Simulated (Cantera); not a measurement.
Cantera run:

```python
import numpy as np
import cantera as ct

gas_names = """
    Ca CaF CaF2 Ca2 F F2 H HF H2 H2F2 H3F3 H4F4 H5F5 H6F6 H7F7
""".split()
cond_names = """
    Ca(a) Ca(b) Ca(L) CaF2(a) CaF2(b) CaF2(L)
""".split()


# ... load() reads the species with a 1 bar reference pressure and builds the phases ...
atoms = {
    'CaF2': {'Ca': 1, 'F': 2},
    'HF': {'H': 1, 'F': 1},
    'H2': {'H': 2},
}
top_T = {}  # K; cautious upper limits of use, not melting points


# ... equilibrate(T, P, feed) seeds the gas with the atoms and calls Mixture.equilibrate('TP', solver="vcs", rtol=1e-11, max_steps=5000) ...
results = []
feed = {'CaF2': 1, 'HF': 0.039, 'H2': 52}  # mol
T = 1750  # K
P = 76000  # Pa
mix = equilibrate(T, P, feed)
results.append((T, P, feed, dict(zip(mix.species_names, mix.species_moles))))
print(gas.report(threshold=0.001))
for i in range(1, mix.n_phases):
    print(f"{mix.phase(i).name:16s} {mix.phase_moles(i):12.5e} mol")
```

Output:

```
       temperature   1750 K
          pressure   76000 Pa
           density   0.010709 kg/m^3
  mean mol. weight   2.0502 kg/kmol
   phase of matter   gas

                          1 kg             1 kmol
                     ---------------   ---------------
          enthalpy        2.1559e+07          4.42e+07  J
   internal energy        1.4462e+07        2.9649e+07  J
           entropy             90923        1.8641e+05  J/K
    Gibbs function       -1.3756e+08       -2.8201e+08  J
 heat capacity c_p             16252             33320  J/K
 heat capacity c_v             12197             25006  J/K

                      mass frac. Y      mole frac. X     chem. pot. / RT
                     ---------------   ---------------   ---------------
                H2             0.982           0.99865           -19.339
     [  +14 minor]          0.017997         0.0013479

Ca(L)             0.00000e+00 mol
CaF2(L)           9.85606e-01 mol
```

Method: chemical equilibrium by Gibbs-energy minimisation in Cantera with the NASA 1993 tables (ideal gas, pure condensed phases).
